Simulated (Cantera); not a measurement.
What does this Cantera script print?

```python
import numpy as np
import cantera as ct

gas_names = """
    H HNO HNO2 HNO3 HO2 H2 H2O H2O2 N NH NH2 NH3 NH2OH NO NO2 NO3 N2 N2H2 N2H4 N2O O OH O2 O3 Si SiH
    SiH2 SiH3 SiH4 SiN SiO SiO2 Si2 Si2N Si3
""".split()
cond_names = """
    H2O(s) H2O(L) Si(cr) Si(L) SiO2(Lqz) SiO2(hqz) SiO2(L) Si2N2O(s) Si3N4(a)
""".split()


def load(file, names, dense=False):
    # The tables refer to 1 bar. Condensed volumes are neglected.
    table = {s.name: s for s in ct.Species.list_from_file(file)}
    out = []
    for n in names:
        d = dict(table[n].input_data)
        d["thermo"] = dict(d["thermo"], **{"reference-pressure": 1e5})
        if dense:
            d["equation-of-state"] = {"model": "constant-volume", "density": "1e6 g/cm^3"}
        out.append(ct.Species.from_dict(d))
    return out


gas = ct.Solution(thermo="ideal-gas", species=load("nasa_gas.yaml", gas_names))
cond = {s.name: ct.Solution(thermo="fixed-stoichiometry", species=[s], name=s.name)
        for s in load("nasa_condensed.yaml", cond_names, dense=True)}
atoms = {
    'Si': {'Si': 1},
    'N2O': {'N': 2, 'O': 1},
    'H2': {'H': 2},
}
top_T = {'Si2N2O(s)': 2100, 'Si3N4(a)': 2400}  # K; cautious upper limits of use, not melting points


def equilibrate(T, P, feed):
    n = {}
    for name, mol in feed.items():
        for a, k in atoms[name].items():
            n[a] = n.get(a, 0.0) + k * mol
    gas.TPX = T, P, n
    mass = sum(n.values()) * gas.mean_molecular_weight
    gas.equilibrate("TP")
    valid = [c for c in cond.values() if c.min_temp <= T <= top_T.get(c.name, c.max_temp)]
    mix = ct.Mixture([(gas, mass / gas.mean_molecular_weight)] + [(c, 0.0) for c in valid])
    mix.T, mix.P = T, P
    mix.equilibrate("TP", solver="vcs", rtol=1e-11, max_steps=5000)
    return mix


results = []
feed = {'Si': 1, 'N2O': 0.35, 'H2': 350}  # mol
T = 1900  # K
P = 13332.2  # Pa
mix = equilibrate(T, P, feed)
results.append((T, P, feed, dict(zip(mix.species_names, mix.species_moles))))
x = sorted(zip(gas.X, gas.species_names), reverse=True)
print(f"T = {T:g} K  P = {P:g} Pa  gas = {mix.phase_moles(0):.4g} mol")
print("   x: " + "  ".join(f"{s} {v:.3e}" for v, s in x if v > 0.001))
print("   condensed (mol): " + ("  ".join(f"{mix.phase(i).name} {mix.phase_moles(i):.4g}"
      for i in range(1, mix.n_phases) if mix.phase_moles(i) > 1e-12) or "none"))
```

Output:

```
T = 1900 K  P = 13332.2 Pa  gas = 351.1 mol
   x: H2 9.957e-01  H 2.169e-03
   condensed (mol): Si(L) 0.5847
```

Method: chemical equilibrium by Gibbs-energy minimisation in Cantera with the NASA 1993 tables (ideal gas, pure condensed phases). Gases not in the tables: Si2H6 and higher silanes.
